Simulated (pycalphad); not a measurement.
## Effect of Mn content in Al-Si-Mn

All values are pycalphad results on the COST 507 light-alloy database (1999) (1 atm), not direct measurements. The database dates from 1999; later assessments differ in places, in temperatures and in the compounds included. Phase fractions are per mole of atoms.

| alloy | liquidus (°C) | first solid | solidus (°C) | phases at 337 °C |
|---|---|---|---|---|
| Al-14.41Si-1.72Mn (at.%) | 689 | ALMNSI_ALPHA | 576 | FCC_A1 0.77, DIAMOND_A4 0.13, ALMNSI_ALPHA 0.10 |
| Al-14.41Si-2.58Mn (at.%) | 716 | ALMNSI_ALPHA | 576 | FCC_A1 0.73, ALMNSI_ALPHA 0.15, DIAMOND_A4 0.13 |
| Al-14.41Si-3.44Mn (at.%) | 739 | ALMNSI_BETA | 576 | FCC_A1 0.68, ALMNSI_ALPHA 0.20, DIAMOND_A4 0.12 |
| Al-14.41Si-10.32Mn (at.%) | 875 | ALMNSI_BETA | 576 | ALMNSI_ALPHA 0.59, FCC_A1 0.34, DIAMOND_A4 0.07 |

Database names, with the compositions (at.%) that they take in these runs: ALMNSI_ALPHA: Al 70 Mn 17 Si 12; ALMNSI_BETA: Al 62 Mn 23 Si 14. FCC_A1 is fcc; DIAMOND_A4 is diamond (Si).
